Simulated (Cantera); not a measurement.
**Equilibrium for silicon etching in halogen gases: Si + HCl**

Charge: 1 mol Si, 14 mol HCl, at 625 °C and 43000 Pa.

These are equilibrium values from Cantera (NASA tables, ideal gas, pure condensed phases), not measurements of a reactor. Candidate condensed phases: Si; 19 gas species. Equilibrium is a limit: real reactors are often held back by kinetics, nucleation or transport.

* **x(HCl)**: 0.769
* **x(H₂)**: 0.154
* **x(SiCl₄)**: 0.0769
* **x(SiHCl₃)**: 4.28e-5
* **gas amount**: 13.00 mol
* **log10 activity of Si(s) (absent)**: -10.26
